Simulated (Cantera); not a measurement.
A Cantera script and its output.

```python
import numpy as np
import cantera as ct

gas = ct.Solution("gri30.yaml")
gas.TPX = 975, 1000000, {'CO': 1, 'H2': 0.061, 'O2': 0.332, 'N2': 1.25}
reactor = ct.IdealGasConstPressureReactor(gas, energy="on", clone=False)
net = ct.ReactorNet([reactor])
net.rtol, net.atol = 1e-08, 1e-16
show = ['CO', 'H2', 'O2', 'NO2', 'OH']
times = np.geomspace(1e-05, 0.2, 12)

steps = ct.SolutionArray(gas, extra=["t"])
rows = []
print(f"{'t/s':>10s}{'T/K':>9s}{'P/Pa':>11s}" + "".join(f"{s:>11s}" for s in show))
for t in times:
    while net.time < t:
        t_next = net.step()
        steps.append(gas.state, t=t_next)
    rows.append([np.interp(t, steps.t, y) for y in (steps.T, steps.P, *steps(*show).X.T)])
    print(f"{t:10.3e}{rows[-1][0]:9.1f}{rows[-1][1]:11.4g}" + "".join(f"{x:11.3e}" for x in rows[-1][2:]))
rate = np.gradient(steps.T, steps.t)
print("integrator steps:", len(steps.t))
if steps.T.max() > steps.T[0] + 200:
    print(f"time of steepest temperature rise: {steps.t[rate.argmax()]:.4e} s")
gas.TPX = 975, 1000000, {'CO': 1, 'H2': 0.061, 'O2': 0.332, 'N2': 1.25}
gas.equilibrate("HP")
print(f"equilibrium (HP): T = {gas.T:.1f} K  " + "  ".join(f"{s} {gas[s].X[0]:.3e}" for s in show))
```

Output:

```
       t/s      T/K       P/Pa         CO         H2         O2        NO2         OH
 1.000e-05    975.0      1e+06  3.784e-01  2.308e-02  1.256e-01  1.804e-26  2.952e-11
 2.460e-05    975.0      1e+06  3.784e-01  2.308e-02  1.256e-01  4.754e-25  5.021e-11
 6.053e-05    975.0      1e+06  3.784e-01  2.308e-02  1.256e-01  1.264e-23  1.054e-10
 1.489e-04    975.0      1e+06  3.784e-01  2.308e-02  1.256e-01  4.696e-22  2.712e-10
 3.664e-04    975.0      1e+06  3.784e-01  2.308e-02  1.256e-01  3.630e-20  9.401e-10
 9.016e-04    975.4      1e+06  3.783e-01  2.307e-02  1.256e-01  1.688e-17  6.160e-09
 2.218e-03    982.2      1e+06  3.778e-01  2.296e-02  1.252e-01  1.972e-14  4.231e-08
 5.458e-03   2776.2      1e+06  1.796e-01  2.276e-03  3.651e-03  6.557e-07  3.001e-03
 1.343e-02   2768.9      1e+06  1.804e-01  2.302e-03  3.401e-03  1.028e-06  2.902e-03
 3.304e-02   2768.9      1e+06  1.804e-01  2.302e-03  3.401e-03  1.028e-06  2.902e-03
 8.129e-02   2768.9      1e+06  1.804e-01  2.302e-03  3.401e-03  1.028e-06  2.902e-03
 2.000e-01   2768.9      1e+06  1.804e-01  2.302e-03  3.401e-03  1.028e-06  2.902e-03
integrator steps: 1895
time of steepest temperature rise: 5.0674e-03 s
equilibrium (HP): T = 2768.9 K  CO 1.804e-01  H2 2.302e-03  O2 3.401e-03  NO2 1.028e-06  OH 2.902e-03
```

Detailed kinetics in Cantera: GRI-Mech 3.0 (53 species, 325 reactions). The hydrogen kinetics of GRI-Mech 3.0 are dated; newer H2 mechanisms differ, most at raised pressure.
